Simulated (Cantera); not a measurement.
Input: 1 mol MgF₂, 0.15 mol O₂, 6.2 mol H₂, at 1825 K and 0.00800 bar.

These are equilibrium values from Cantera (NASA tables, ideal gas, pure condensed phases), not measurements of a reactor. Candidate condensed phases: H₂O, Mg, MgF₂, MgO, Mg(OH)₂; 31 gas species. The tables' values for MgH are old estimates; treat these amounts as uncertain. Kinetics and transport are ignored.

Base state: H₂ 0.750, HF 0.147, MgF₂ 0.0555, Mg 0.0314, MgF 0.00954, H 0.00426, H₂O 0.00290, MgH 3.35e-5 (mole fractions); condensed: MgO(s).

Problem. What changes in the equilibrium state with this change: pressure from 0.00800 bar to 0.000130 bar?

Solution. 
| species | before | after |
|---|---|---|
| H₂ | 0.750 | 0.593 |
| HF | 0.147 | 0.219 |
| Mg | 0.0314 | 0.106 |
| H₂O | 0.00290 | 0.0363 |
| H | 0.00426 | 0.0297 |
| MgF₂ | 0.0555 | 0.00860 |
| OH | 1.15e-6 | 0.000127 |
| MgOH | 8.56e-6 | 5.19e-5 |
| MgH | 3.35e-5 | 1.29e-5 |
| MgO(s), mol | 0.278 | 0 |
